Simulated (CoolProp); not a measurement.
Vapour-liquid equilibrium of propane (1) + isohexane (2) at 231.6 K; x and y are mole fractions of (1).

Values from CoolProp's multi-fluid Helmholtz-energy mixture model, Lemmon 2009 and Lemmon 2006; pair parameters Bell 2016.

| x | bubble pressure, mixture model (MPa) | bubble pressure, Raoult's law (MPa) | y, mixture model | y, Raoult's law |
|---|---|---|---|---|
| 0.05 | 0.006455 | 0.005841 | 0.899 | 0.889 |
| 0.2 | 0.02312 | 0.02132 | 0.976 | 0.974 |
| 0.35 | 0.03892 | 0.03680 | 0.988 | 0.988 |
| 0.5 | 0.05404 | 0.05228 | 0.993 | 0.993 |
| 0.65 | 0.06875 | 0.06775 | 0.996 | 0.996 |
| 0.8 | 0.08342 | 0.08323 | 0.998 | 0.998 |
| 0.95 | 0.09858 | 0.09871 | 1.000 | 1.000 |

The largest gap from Raoult's law is +10.5 % in bubble pressure, at x = 0.05. No azeotrope shows between x = 0.05 and 0.95.

Pair parameters are fitted to limited data, so mixtures are less certain than the pure fluids.
